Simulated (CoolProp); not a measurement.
Saturation properties of sulfur hexafluoride.

Values from CoolProp's reference Helmholtz-energy equation of state, Guder 2009.

```tsv
T (K)	p (kPa)	vapour density (kg/m³)	liquid cp (kJ/(kg K))	liquid viscosity (µPa s)
247.8	577.9	47.29	0.9180	283
252.7	679.5	55.56	0.9370	[?]
257.5	791.3	64.80	0.9570	241
262.4	918.9	75.54	0.9794	222
267.3	1061	87.82	1.004	204
272.1	1216	101.6	[?]	[?]
277	1390	117.6	[?]	173
281.9	[?]	136.2	1.103	[?]
```

Q: Complete the blanks.

A: 
- 252.7, liquid viscosity (µPa s): 261
- 272.1, liquid cp (kJ/(kg K)): 1.032
- 272.1, liquid viscosity (µPa s): 188
- 277, liquid cp (kJ/(kg K)): 1.065
- 281.9, p (kPa): 1582
- 281.9, liquid viscosity (µPa s): 158

Viscosity comes from a separate model (Quiñones-Cisneros 2012).
